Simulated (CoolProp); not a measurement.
Saturation properties of hexamethyldisiloxane (MM).

Model: reference Helmholtz-energy equation of state, Thol 2016, in CoolProp.

| T (°C) | p (bar) | enthalpy of vaporisation (kJ/kg) | vapour Z | surface tension (mN/m) |
|---|---|---|---|---|
| 93.15 | 0.8142 | 196.5 | 0.9456 | 9.64 |
| 99.65 | 0.9883 | 193.2 | 0.9377 | 9.12 |
| 106.15 | 1.190 | 189.7 | 0.9290 | 8.61 |
| 112.65 | 1.422 | ___ | 0.9195 | 8.10 |
| 119.15 | ___ | 182.5 | ___ | 7.60 |
| 125.65 | 1.991 | 178.8 | 0.8979 | 7.10 |
| 132.25 | 2.338 | 174.8 | 0.8856 | ___ |
| 138.75 | 2.724 | 170.8 | 0.8725 | 6.13 |
| 145.25 | 3.157 | 166.7 | 0.8584 | 5.66 |
| 151.75 | 3.640 | 162.3 | 0.8433 | 5.20 |
| 158.25 | 4.177 | 157.8 | 0.8270 | ___ |
| 164.75 | 4.772 | 153.1 | 0.8096 | 4.30 |
| 171.25 | ___ | 148.2 | 0.7908 | 3.87 |
| 177.75 | 6.154 | ___ | 0.7707 | 3.44 |

**Question.** What belongs in the gaps?

**Answer.** 
- 112.65, enthalpy of vaporisation (kJ/kg): 186.2
- 119.15, p (bar): 1.688
- 119.15, vapour Z: 0.9091
- 132.25, surface tension (mN/m): 6.61
- 158.25, surface tension (mN/m): 4.75
- 171.25, p (bar): 5.430
- 177.75, enthalpy of vaporisation (kJ/kg): 142.9

It boils at 100.5 °C under 1 atm.

Surface tension comes from a separate correlation (Mulero 2014), older than this fluid's equation and unchecked against measurements.
